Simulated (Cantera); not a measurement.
Charge: 1 mol CuO, 1.9 mol C, 1.1 mol H₂, held at 1800 °C and 0.0160 bar.

Method: chemical equilibrium by Gibbs-energy minimisation in Cantera with the NASA 1993 tables (ideal gas, pure condensed phases). Candidate condensed phases: C, C₆H₆, C₇H₈, C₈H₁₈, Cu, CuO, Cu(OH)₂, Cu₂O, H₂O; 113 gas species. Rates play no part.

Base state: H₂ 0.346, CO 0.321, Cu 0.319, H 0.0122, Cu₂ 0.00103, C₂H₂ (acetylene) 0.000425 (mole fractions); condensed: C(graphite).

Question: What changes in the equilibrium state with this change: H₂ from 1.1 to 8.5 mol?

Answer: 
```json
[
 {"species": "H₂", "before": "0.346", "after": "0.792"},
 {"species": "CO", "before": "0.321", "after": "0.0944"},
 {"species": "Cu", "before": "0.319", "after": "0.0942"},
 {"species": "H", "before": "0.0122", "after": "0.0185"},
 {"species": "Cu₂", "before": "0.00103", "after": "9.00e-5"},
 {"species": "C₂H₂ (acetylene)", "before": "0.000425", "after": "0.000970"},
 {"species": "C(graphite), mol", "before": "0.897", "after": "0.879"}
]
```
